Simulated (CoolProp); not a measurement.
Vapour-liquid equilibrium of p-xylene (1) + n-nonane (2) at 125.55 °C; x and y are mole fractions of (1).

Computed with CoolProp (multi-fluid Helmholtz-energy mixture model, Zhou 2012 and Lemmon 2006; pair parameters Bell 2016).

| x | bubble pressure, mixture model (bar) | bubble pressure, Raoult's law (bar) | y, mixture model | y, Raoult's law |
|---|---|---|---|---|
| 0.05 | 0.5069 | 0.5045 | (withheld) | 0.070 |
| 0.2 | 0.5436 | 0.5371 | 0.268 | 0.265 |
| 0.35 | (withheld) | 0.5697 | 0.435 | 0.437 |
| 0.5 | 0.6089 | 0.6023 | 0.584 | 0.590 |
| 0.65 | 0.6396 | 0.6349 | (withheld) | 0.728 |
| 0.8 | 0.6701 | 0.6675 | (withheld) | 0.852 |
| 0.95 | 0.7007 | 0.7001 | (withheld) | 0.965 |

Problem. Complete the blanks.

Solution. 
- 0.05, y, mixture model: 0.074
- 0.35, bubble pressure, mixture model (bar): 0.5772
- 0.65, y, mixture model: 0.720
- 0.8, y, mixture model: 0.847
- 0.95, y, mixture model: 0.963

The largest gap from Raoult's law is +1.3 % in bubble pressure, at x = 0.35. No azeotrope shows between x = 0.05 and 0.95.

The pair parameters rest on a limited set of measurements; away from them the model extrapolates.
